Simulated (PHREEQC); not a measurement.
A solution holds 0.016 mol CdCl2, 0.00028 mol H3BO3 and 0.018 mol H2SO4 per kg of water, at 30 °C. Closed to the air; pH follows from the charge balance.

Computed with PHREEQC (ion-association model, phreeqc.dat).

```
quantity                   before     after
------------------------  -------  --------
pH                           1.64      2.53
ionic strength (mol/kgw)   0.0600    0.0334
Cl- (mol/kgw)              0.0245    0.0230
HSO4- (mol/kgw)           0.00879  0.000202
CdCl+ (mol/kgw)           0.00657   0.00787
SO4-2 (mol/kgw)           0.00655   0.00103
SI of Cd(OH)2 (Cd(OH)2)    -12.93    -11.04
```

### Question
Which change was made?
A) CdCl2 from 0.016 to 0.024 mol/kgw
B) H3BO3 replaced by Na2B4O7 at the same molality
C) diluted 5-fold with water
D) H2SO4 from 0.018 to 0.0018 mol/kgw

### Answer
D, H2SO4 from 0.018 to 0.0018 mol/kgw

Precipitation was switched off in this run.
